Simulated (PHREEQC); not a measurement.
A PHREEQC speciation (ion-association model, wateq4f.dat) at 42 °C gives pH 1.51 and these molalities:

| species | mol/kgw |
|---|---|
| H+ | 0.0358 |
| HSO4- | 0.0202 |
| SO4-2 | 0.00808 |
| Fe+2 | 0.000264 |
| FeSO4 | 0.000114 |
| FeHSO4+ | 3.12e-5 |

**Question.** What are the element totals, and what could have been dissolved in 1 kg of water to give them?

**Answer.** Several could match; the one computed here: totals Fe(2) 0.000410, S(6) 0.0284 mol/kgw, from 28 mmol/kgw H2SO4 and 0.41 mmol/kgw FeSO4.

This is a speciation only: nothing precipitates in the calculation. Complexes and solids missing from the database can't appear. At this temperature some constants are extrapolated from 25 °C, and those without enthalpy data are left unchanged.
